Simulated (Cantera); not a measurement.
Input: 1 mol Si3H8, 71 mol H2, equilibrated at 1327 °C and 1.50 mbar.

Method: chemical equilibrium by Gibbs-energy minimisation in Cantera with the NASA 1993 tables (ideal gas, pure condensed phases). Candidate condensed phases: Si; 9 gas species. The feed counts by its element totals alone. Kinetics and transport are ignored.

Base state: H2 0.999, H 0.00140, Si 6.50e-5 (mole fractions); condensed: Si(s).

Task: What changes in the equilibrium state with this change: pressure from 1.50 mbar to 1.00 bar?

Result: 
| species | before | after |
|---|---|---|
| H2 | 0.999 | 1.000 |
| H | 0.00140 | 5.44e-5 |
| Si | 6.50e-5 | 9.75e-8 |
| Si(s), mol | 2.99 | 3.00 |
